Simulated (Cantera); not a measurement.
A closed system holds: 1 mol Si(CH₃)₄, 0.14 mol C₂H₄, 1.2 mol H₂, held at 50000 Pa.

Cantera equilibrium calculation (NASA polynomials, part measured and part estimated; ideal gas, pure solids and liquids). Candidate condensed phases: C, C₆H₆, C₇H₈, C₈H₁₈, Si, SiC; 87 gas species. Gases not in the tables: Si₂H₆ and higher silanes. Kinetics and transport are ignored.

log p: log10 of the partial pressure in bar; n: condensed amount in mol.

| T (K) | log p H₂ | log p CH₄ | log p H | log p C₂H₂ (acetylene) | n C(graphite) | n SiC(s) |
|---|---|---|---|---|---|---|
| 925 | -0.34 | -1.33 | -9.76 | -10.24 | 2.64 | 1.00 |
| 1125 | -0.31 | ? | ? | ? | 3.18 | 1.00 |
| 1325 | -0.30 | -2.78 | -5.94 | -6.37 | 3.26 | 1.00 |
| 1525 | -0.30 | -3.24 | -4.78 | -5.22 | 3.27 | 1.00 |
| 1725 | -0.30 | ? | ? | ? | 3.27 | 1.000 |
| 1925 | -0.30 | -3.89 | -3.17 | -3.64 | 3.27 | 1.000 |
| 2125 | -0.30 | -4.12 | -2.59 | -3.08 | 3.25 | 1.000 |

Task: What belongs in the gaps?

Result: 
- 1125, log p CH₄: -2.15
- 1125, log p H: -7.51
- 1125, log p C₂H₂ (acetylene): -7.95
- 1725, log p CH₄: -3.60
- 1725, log p H: -3.88
- 1725, log p C₂H₂ (acetylene): -4.34
